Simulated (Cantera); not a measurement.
A Cantera script and what it prints.

```python
import numpy as np
import cantera as ct

gas_names = [...]  # 151 gases of nasa_gas.yaml made of C, H, N, O, Si
cond_names = """
    C(gr) C6H6(L) C7H8(L) C8H18(L),n-octa H2O(s) H2O(L) Si(cr) Si(L) SiC(b) SiO2(Lqz) SiO2(hqz) SiO2(L)
    Si2N2O(s) Si3N4(a)
""".split()


# ... load() reads the species with a 1 bar reference pressure and builds the phases ...
atoms = {
    'Si2H6': {'Si': 2, 'H': 6},
    'CO2': {'C': 1, 'O': 2},
    'N2': {'N': 2},
    'O3': {'O': 3},
}
top_T = {'C(gr)': 4500, 'SiC(b)': 3050, 'Si2N2O(s)': 2100, 'Si3N4(a)': 2400}  # K; cautious upper limits of use, not melting points


# ... equilibrate(T, P, feed) seeds the gas with the atoms and calls Mixture.equilibrate('TP', solver="vcs", rtol=1e-11, max_steps=5000) ...
results = []
feed = {'Si2H6': 1, 'CO2': 11, 'N2': 9.7, 'O3': 0.44}  # mol
P = 570  # Pa
for T in [1450, 1500, 1550, 1600, 1650, 1700, 1750, 1800]:
    mix = equilibrate(T, P, feed)
    results.append((T, P, feed, dict(zip(mix.species_names, mix.species_moles))))
    x = sorted(zip(gas.X, gas.species_names), reverse=True)
    print(f"T = {T:g} K  P = {P:g} Pa  gas = {mix.phase_moles(0):.4g} mol")
    print("   x: " + "  ".join(f"{s} {v:.3e}" for v, s in x if v > 1e-06))
    print("   condensed (mol): " + ("  ".join(f"{mix.phase(i).name} {mix.phase_moles(i):.4g}"
          for i in range(1, mix.n_phases) if mix.phase_moles(i) > 1e-12) or "none"))
```

Result:

```
T = 1450 K  P = 570 Pa  gas = 23.7 mol
   x: N2 4.093e-01  CO2 2.566e-01  CO 2.075e-01  H2O 9.445e-02  H2 3.212e-02  H 2.245e-05  OH 1.583e-06
   condensed (mol): SiO2(hqz) 2
T = 1500 K  P = 570 Pa  gas = 23.7 mol
   x: N2 4.093e-01  CO2 2.550e-01  CO 2.092e-01  H2O 9.609e-02  H2 3.047e-02  H 4.070e-05  OH 3.665e-06
   condensed (mol): SiO2(hqz) 2
T = 1550 K  P = 570 Pa  gas = 23.7 mol
   x: N2 4.093e-01  CO2 2.535e-01  CO 2.106e-01  H2O 9.755e-02  H2 2.898e-02  H 7.102e-05  OH 8.035e-06
   condensed (mol): SiO2(hqz) 2
T = 1600 K  P = 570 Pa  gas = 23.7 mol
   x: N2 4.093e-01  CO2 2.522e-01  CO 2.119e-01  H2O 9.886e-02  H2 2.765e-02  H 1.197e-04  OH 1.676e-05  SiO 1.259e-06
   condensed (mol): SiO2(hqz) 2
T = 1650 K  P = 570 Pa  gas = 23.7 mol
   x: N2 4.092e-01  CO2 2.510e-01  CO 2.131e-01  H2O 1.000e-01  H2 2.644e-02  H 1.956e-04  OH 3.344e-05  SiO 4.055e-06  NO 2.205e-06
   condensed (mol): SiO2(hqz) 2
T = 1700 K  P = 570 Pa  gas = 23.7 mol
   x: N2 4.092e-01  CO2 2.499e-01  CO 2.142e-01  H2O 1.010e-01  H2 2.534e-02  H 3.106e-04  OH 6.401e-05  SiO 1.215e-05  NO 4.841e-06  O2 1.126e-06
   condensed (mol): SiO2(L) 2
T = 1750 K  P = 570 Pa  gas = 23.71 mol
   x: N2 4.091e-01  CO2 2.489e-01  CO 2.151e-01  H2O 1.019e-01  H2 2.432e-02  H 4.804e-04  OH 1.180e-04  SiO 3.362e-05  NO 1.016e-05  O2 3.428e-06  O 1.835e-06
   condensed (mol): SiO2(L) 1.999
T = 1800 K  P = 570 Pa  gas = 23.71 mol
   x: N2 4.090e-01  CO2 2.480e-01  CO 2.158e-01  H2O 1.027e-01  H2 2.339e-02  H 7.252e-04  OH 2.102e-04  SiO 8.767e-05  NO 2.046e-05  O2 9.808e-06  O 5.048e-06
   condensed (mol): SiO2(L) 1.998
```

Method: chemical equilibrium by Gibbs-energy minimisation in Cantera with the NASA 1993 tables (ideal gas, pure condensed phases). The feed counts by its element totals alone. The tables hold silica as quartz up to 1696 K and as liquid above; real silica turns to tridymite and cristobalite and melts near 1996 K.
